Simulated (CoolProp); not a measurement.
Vapour-liquid equilibrium of n-pentane (1) + toluene (2) at 0.448 bar; x and y are mole fractions of (1).

The numbers come from the multi-fluid Helmholtz-energy mixture model, Thol 2019 and Lemmon 2006; pair parameters Bell 2016 in CoolProp.

```json
[
 {"x": "0.05", "bubble temperature (°C)": "69.0", "y at the bubble point": "___", "dew temperature at overall composition x (°C)": "82.7", "liquid density (mol/L)": "8.866"},
 {"x": "0.125", "bubble temperature (°C)": "___", "y at the bubble point": "0.705", "dew temperature at overall composition x (°C)": "80.5", "liquid density (mol/L)": "8.967"},
 {"x": "0.2", "bubble temperature (°C)": "45.0", "y at the bubble point": "0.815", "dew temperature at overall composition x (°C)": "78.1", "liquid density (mol/L)": "9.011"},
 {"x": "0.275", "bubble temperature (°C)": "___", "y at the bubble point": "0.872", "dew temperature at overall composition x (°C)": "75.5", "liquid density (mol/L)": "9.025"},
 {"x": "0.35", "bubble temperature (°C)": "___", "y at the bubble point": "0.905", "dew temperature at overall composition x (°C)": "72.6", "liquid density (mol/L)": "9.022"},
 {"x": "0.425", "bubble temperature (°C)": "30.4", "y at the bubble point": "0.927", "dew temperature at overall composition x (°C)": "69.6", "liquid density (mol/L)": "9.007"},
 {"x": "0.5", "bubble temperature (°C)": "27.4", "y at the bubble point": "0.943", "dew temperature at overall composition x (°C)": "66.2", "liquid density (mol/L)": "8.985"},
 {"x": "0.575", "bubble temperature (°C)": "24.9", "y at the bubble point": "0.955", "dew temperature at overall composition x (°C)": "62.3", "liquid density (mol/L)": "8.958"},
 {"x": "0.65", "bubble temperature (°C)": "22.7", "y at the bubble point": "0.965", "dew temperature at overall composition x (°C)": "58.0", "liquid density (mol/L)": "8.927"},
 {"x": "0.725", "bubble temperature (°C)": "20.7", "y at the bubble point": "0.974", "dew temperature at overall composition x (°C)": "52.8", "liquid density (mol/L)": "8.894"},
 {"x": "0.8", "bubble temperature (°C)": "18.8", "y at the bubble point": "0.982", "dew temperature at overall composition x (°C)": "46.5", "liquid density (mol/L)": "8.858"},
 {"x": "0.875", "bubble temperature (°C)": "17.0", "y at the bubble point": "___", "dew temperature at overall composition x (°C)": "38.2", "liquid density (mol/L)": "8.822"},
 {"x": "0.95", "bubble temperature (°C)": "15.3", "y at the bubble point": "___", "dew temperature at overall composition x (°C)": "26.0", "liquid density (mol/L)": "8.784"}
]
```

Question: Fill in the missing entries.

Answer: 
- 0.05, y at the bubble point: 0.438
- 0.125, bubble temperature (°C): 54.3
- 0.275, bubble temperature (°C): 38.6
- 0.35, bubble temperature (°C): 34.0
- 0.875, y at the bubble point: 0.989
- 0.95, y at the bubble point: 0.996

No azeotrope shows between x = 0.05 and 0.95.

The pair parameters rest on a limited set of measurements; away from them the model extrapolates.
